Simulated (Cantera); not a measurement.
Mixture: CH₄ : O₂ : N₂ = 1 : 0.909 : 2.91 (molar parts), equivalence ratio 2.2, at 4.80 bar, adiabatic and at constant volume. Ignition delay is the time to a rise of 400 K.

Model: GRI-Mech 3.0 (53 species, 325 reactions), integrated in Cantera.

Q: What does this change do: 0.041 parts H2 added?

A: 
| quantity | before | after |
|---|---|---|
| delay at 1000 K | 0.251 s | 58.0 ms |
| delay at 1100 K | 53.2 ms | 21.5 ms |
| delay at 1200 K | 13.2 ms | 7.66 ms |
| delay at 1300 K | 3.74 ms | 2.62 ms |
| apparent activation energy between 1250 and 1350 K | 170 kJ/mol | 150 kJ/mol |

Q: What does this change do: constant pressure in place of constant volume?

A: 
```csv
quantity,before,after
delay at 1000 K,0.251 s,0.260 s
delay at 1100 K,53.2 ms,56.2 ms
delay at 1200 K,13.2 ms,14.2 ms
delay at 1300 K,3.74 ms,4.06 ms
apparent activation energy between 1250 and 1350 K,170 kJ/mol,170 kJ/mol
```

Q: What does this change do: 0.076 parts C2H6 added?

A: 
| quantity | before | after |
|---|---|---|
| delay at 1000 K | 0.251 s | 28.5 ms |
| delay at 1100 K | 53.2 ms | 7.05 ms |
| delay at 1200 K | 13.2 ms | 2.38 ms |
| delay at 1300 K | 3.74 ms | 0.885 ms |
| apparent activation energy between 1250 and 1350 K | 170 kJ/mol | 140 kJ/mol |
